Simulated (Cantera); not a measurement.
A closed system holds: 1 mol CH4, 0.074 mol CO2, equilibrated at 1402 °C and 0.100 bar.

Cantera equilibrium calculation (NASA polynomials, part measured and part estimated; ideal gas, pure solids and liquids). Candidate condensed phases: C, C6H6, C7H8, C8H18, H2O; 110 gas species. Kinetics and transport are ignored.

Base state: H2 0.931, CO 0.0689, H 0.000354, CH4 0.000104, C2H2 (acetylene) 5.40e-5 (mole fractions); condensed: C(graphite).

Question: What changes in the equilibrium state with this change: pressure from 0.100 bar to 44.0 Pa?

Answer: 
```
species             before    after
----------------  --------  -------
H2                   0.931    0.926
CO                  0.0689   0.0687
H                 0.000354  0.00533
CH4               0.000104  4.54e-7
C2H2 (acetylene)   5.40e-5  5.38e-5
C(graphite), mol     0.926    0.926
```

Question: What changes in the equilibrium state with this change: temperature from 1402 °C to 1825 °C?

Answer: 
```
species             before    after
----------------  --------  -------
H2                   0.931    0.921
CO                  0.0689   0.0686
H                 0.000354  0.00935
C2H2 (acetylene)   5.40e-5  0.00132
CH4               0.000104  2.81e-5
C(graphite), mol     0.926    0.920
```

Question: What changes in the equilibrium state with this change: CO2 from 0.074 to 2.9 mol?

Answer: 
| species | before | after |
|---|---|---|
| CO | 0.0689 | 0.508 |
| H2 | 0.931 | 0.170 |
| H2O | 3.56e-6 | 0.169 |
| CO2 | 7.96e-8 | 0.153 |
| CH4 | 0.000104 | <1e-9 |
| C2H2 (acetylene) | 5.40e-5 | <1e-9 |
| H | 0.000354 | 0.000151 |
| C(graphite), mol | 0.926 | 0 |
